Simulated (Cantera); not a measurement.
Si3H8 + H2 (silicon epitaxy and polysilicon growth)

Feed: 1 mol Si3H8, 220 mol H2, at 975 °C and 0.00133 bar.

These are equilibrium values from Cantera (NASA tables, ideal gas, pure condensed phases), not measurements of a reactor. Candidate condensed phases: Si; 9 gas species. The feed counts by its element totals alone. Kinetics and transport are ignored.

```json
{
 "x(H2)": "1.000",
 "x(H)": "1.28e-5",
 "n(Si(s))": "3.00 mol",
 "gas_amount": "224.0 mol"
}
```
